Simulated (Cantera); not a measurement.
Feed: 1 mol MgO, 0.81 mol SO3, 0.31 mol CO2, held at 1300 K.

Cantera equilibrium calculation (NASA polynomials, part measured and part estimated; ideal gas, pure solids and liquids). Candidate condensed phases: C, Mg, MgCO3, MgO, MgS, MgSO4, S; 26 gas species. Mutual solubility and eutectic melting of coexisting phases are not modelled. The numbers say what is thermodynamically allowed, not how fast it happens.

Problem. At 15000 Torr, list the 4 most abundant gas species with their mole fractions, and the condensed phases.

Solution. CO2 0.981, SO2 0.0120, O2 0.00600, SO3 0.000508. Condensed: MgO(s) + MgSO4(s).
